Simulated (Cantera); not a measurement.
Input: 1 mol Si, 0.12 mol CO₂, 210 mol N₂, held at 13.3 mbar.

Equilibrium computed with Cantera from the NASA thermochemical tables; the gas is ideal and each condensed phase is pure. Candidate condensed phases: C, Si, SiC, SiO₂, Si₂N₂O, Si₃N₄; 34 gas species. N₂ is the only nitrogen source here; it is nearly inert below about 1500 K, so the nitride shown seldom forms there in practice. Mutual solubility and eutectic melting of coexisting phases are not modelled. Kinetics and transport are ignored. All values below are at 1225 K.

Base state: N₂ 1.000 (mole fractions); condensed: C(graphite) + Si₂N₂O(s) + Si₃N₄(s).

Question: What changes in the equilibrium state with this change: Si replaced by Si₃N₄?

Answer: 
```csv
species,before,after
N₂,1.000,1.000
"C(graphite), mol",0.119,0.119
"Si₂N₂O(s), mol",0.239,0.239
"Si₃N₄(s), mol",0.174,0.841
```
